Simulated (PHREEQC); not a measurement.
Dissolve 0.057 mol HCl and 0.0057 mol CuSO4 per kg of water at 20 °C. Closed to the air; pH follows from the charge balance.

Equilibrium calculation in PHREEQC: ion-association model, phreeqc.dat.

```json
[
 {"quantity": "pH", "before": "1.35", "after": "2.06"},
 {"quantity": "ionic strength (mol/kgw)", "before": "0.0707", "after": "0.0273"},
 {"quantity": "HSO4- (mol/kgw)", "before": "0.00361", "after": "0.00155"},
 {"quantity": "SO4-2 (mol/kgw)", "before": "0.00176", "after": "0.00323"}
]
```

### Question
Name the change that produced these shifts.
A. HCl from 0.057 to 0.0855 mol/kgw
B. CuSO4 replaced by Fe2(SO4)3 at the same molality
C. HCl from 0.057 to 0.0114 mol/kgw
D. CuSO4 from 0.0057 to 0.00114 mol/kgw
E. HCl from 0.057 to 0.0057 mol/kgw

### Answer
C, HCl from 0.057 to 0.0114 mol/kgw

Precipitation was switched off in this run.
